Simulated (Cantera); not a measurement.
Cantera run, input and output.

```python
import numpy as np
import cantera as ct

gas = ct.Solution("gri30.yaml")
gas.TPX = 1475, 100000, {'CH3OH': 0.0069, 'O2': 0.0048, 'N2': 1}
reactor = ct.IdealGasConstPressureReactor(gas, energy="off", clone=False)
net = ct.ReactorNet([reactor])
net.rtol, net.atol = 1e-08, 1e-18
show = ['CH3OH', 'O2', 'HO2', 'H2', 'H2O', 'NO', 'CH4']
times = np.geomspace(7e-05, 300, 9)

steps = ct.SolutionArray(gas, extra=["t"])
rows = []
print(f"{'t/s':>10s}{'T/K':>9s}{'P/Pa':>11s}" + "".join(f"{s:>11s}" for s in show))
for t in times:
    while net.time < t:
        t_next = net.step()
        steps.append(gas.state, t=t_next)
    rows.append([np.interp(t, steps.t, y) for y in (steps.T, steps.P, *steps(*show).X.T)])
    print(f"{t:10.3e}{rows[-1][0]:9.1f}{rows[-1][1]:11.4g}" + "".join(f"{x:11.3e}" for x in rows[-1][2:]))
rate = np.gradient(steps.T, steps.t)
print("integrator steps:", len(steps.t))
if steps.T.max() > steps.T[0] + 200:
    print(f"time of steepest temperature rise: {steps.t[rate.argmax()]:.4e} s")
gas.TPX = 1475, 100000, {'CH3OH': 0.0069, 'O2': 0.0048, 'N2': 1}
gas.equilibrate("TP")
print(f"equilibrium (TP): T = {gas.T:.1f} K  " + "  ".join(f"{s} {gas[s].X[0]:.3e}" for s in show))
```

Output:

```
       t/s      T/K       P/Pa      CH3OH         O2        HO2         H2        H2O         NO        CH4
 7.000e-05   1475.0      1e+05  6.758e-03  4.727e-03  1.225e-05  4.317e-05  1.298e-05  3.972e-11  6.096e-07
 4.722e-04   1475.0      1e+05  4.834e-03  4.345e-03  1.015e-04  1.793e-03  5.579e-04  1.285e-09  7.950e-06
 3.185e-03   1475.0      1e+05  6.668e-16  1.676e-05  4.808e-09  5.336e-03  7.065e-03  1.126e-06  3.825e-13
 2.148e-02   1475.0      1e+05  2.778e-16  2.611e-07  8.047e-11  6.145e-03  7.206e-03  1.263e-06  1.595e-13
 1.449e-01   1475.0      1e+05  1.504e-16  5.233e-09  1.524e-12  6.249e-03  7.247e-03  1.179e-06  1.537e-13
 9.775e-01   1475.0      1e+05  9.997e-17  1.072e-10  2.089e-14  6.263e-03  7.253e-03  8.714e-07  1.976e-13
 6.593e+00   1475.0      1e+05  8.373e-17  4.681e-12  5.354e-16  6.264e-03  7.254e-03  4.029e-07  2.333e-13
 4.448e+01   1475.0      1e+05  8.185e-17  2.480e-12  2.783e-16  6.264e-03  7.254e-03  1.179e-07  3.727e-13
 3.000e+02   1475.0      1e+05  8.755e-17  2.464e-12  2.765e-16  6.264e-03  7.254e-03  1.051e-07  9.608e-13
integrator steps: 2895
equilibrium (TP): T = 1475.0 K  CH3OH 8.699e-17  O2 2.464e-12  HO2 2.764e-16  H2 6.265e-03  H2O 7.255e-03  NO 4.147e-09  CH4 9.153e-13
```

Computed with Cantera and GRI-Mech 3.0 (53 species, 325 reactions). GRI-Mech 3.0 was tuned for natural gas; its chemistry of methanol as a main component is partial and can be far from experiment.
